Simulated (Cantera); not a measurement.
What does this Cantera script print?

```python
import numpy as np
import cantera as ct

gas = ct.Solution("gri30.yaml")
gas.TPX = 700, 1500000, {'CH4': 1, 'C2H6': 0.76, 'O2': 10.6, 'N2': 39.8}
inlet = ct.Reservoir(gas, clone=True)
gas.equilibrate("HP")  # start burning
reactor = ct.IdealGasConstPressureReactor(gas, energy="on", clone=False)
exhaust = ct.Reservoir(gas, clone=True)
tau = [0.27, 0.1, 0.039, 0.015, 0.0055, 0.0021, 0.00078, 0.0003, 0.00011, 4.2e-05, 1.6e-05, 6e-06][0]
for a, b in ((inlet, reactor), (reactor, exhaust)):
    ct.MassFlowController(a, b, mdot=lambda t: reactor.mass / tau)
net = ct.ReactorNet([reactor])
show = ['CH4', 'C2H6', 'O2', 'OH', 'CH2CO']

rows = []
print(f"{'tau/s':>10s}{'T/K':>9s}" + "".join(f"{s:>11s}" for s in show))
for tau in [0.27, 0.1, 0.039, 0.015, 0.0055, 0.0021, 0.00078, 0.0003, 0.00011, 4.2e-05, 1.6e-05, 6e-06]:
    net.initial_time = 0.0
    net.advance(30 * tau)
    before = gas.X
    net.advance(40 * tau)
    drift = np.max(np.abs(gas.X - before) / (gas.X + 1e-9))
    rows.append([gas.T, *gas[show].X, drift])
    print(f"{tau:10.3e}{gas.T:9.1f}" + "".join(f"{x:11.3e}" for x in gas[show].X))
```

It prints:

```
     tau/s      T/K        CH4       C2H6         O2         OH      CH2CO
 2.700e-01   1705.3  8.562e-07  1.382e-07  1.130e-01  1.624e-04  2.989e-07
 1.000e-01   1704.9  2.039e-06  3.390e-07  1.130e-01  1.797e-04  7.429e-07
 3.900e-02   1704.0  4.355e-06  7.531e-07  1.131e-01  2.087e-04  1.675e-06
 1.500e-02   1702.3  8.997e-06  1.624e-06  1.132e-01  2.520e-04  3.656e-06
 5.500e-03   1698.8  1.902e-05  3.571e-06  1.134e-01  3.106e-04  8.049e-06
 2.100e-03   1691.8  3.992e-05  7.698e-06  1.138e-01  3.708e-04  1.706e-05
 7.800e-04   1674.9  9.426e-05  1.839e-05  1.148e-01  4.050e-04  3.875e-05
 3.000e-04   1602.2  4.105e-04  7.876e-05  1.197e-01  2.362e-04  1.430e-04
 1.100e-04    700.0  1.917e-02  1.457e-02  2.032e-01  1.136e-19  8.341e-17
 4.200e-05    700.0  1.917e-02  1.457e-02  2.032e-01  4.660e-20 -4.742e-21
 1.600e-05    700.0  1.917e-02  1.457e-02  2.032e-01  1.916e-20 -1.599e-22
 6.000e-06    700.0  1.917e-02  1.457e-02  2.032e-01  6.827e-21  6.200e-27
```

Detailed kinetics in Cantera: GRI-Mech 3.0 (53 species, 325 reactions). The pressure lies above the range GRI-Mech 3.0 was tuned for (to about 10 atm).
